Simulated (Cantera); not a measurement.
Feed: 1 mol CuO, 1.2 mol H2, 0.48 mol H2O, at 64.0 mbar.

Equilibrium computed with Cantera from the NASA thermochemical tables; the gas is ideal and each condensed phase is pure. Candidate condensed phases: Cu, CuO, Cu(OH)2, Cu2O, H2O; 12 gas species. Kinetics and transport are ignored.

### Question
Which condensed phases are stable at each of these points (T (K)): 798, 948, 1098, 1248, 1398, 1548, 1698, 1848, 1998, 2148?

### Answer
```json
[
 {"T (K)": "798", "condensed phases": "Cu(s)", "Cu condensed (%)": "100.0"},
 {"T (K)": "948", "condensed phases": "Cu(s)", "Cu condensed (%)": "100.0"},
 {"T (K)": "1098", "condensed phases": "Cu(s)", "Cu condensed (%)": "100.0"},
 {"T (K)": "1248", "condensed phases": "Cu(s)", "Cu condensed (%)": "100.0"},
 {"T (K)": "1398", "condensed phases": "Cu(l)", "Cu condensed (%)": "100.0"},
 {"T (K)": "1548", "condensed phases": "Cu(l)", "Cu condensed (%)": "100.0"},
 {"T (K)": "1698", "condensed phases": "Cu(l)", "Cu condensed (%)": "99.6"},
 {"T (K)": "1848", "condensed phases": "Cu(l)", "Cu condensed (%)": "97.5"},
 {"T (K)": "1998", "condensed phases": "Cu(l)", "Cu condensed (%)": "88.0"},
 {"T (K)": "2148", "condensed phases": "Cu(l)", "Cu condensed (%)": "45.3"}
]
```

From 798 K to 1248 K the condensed part is Cu(s). From 1398 K to 2148 K the condensed part is Cu(l).
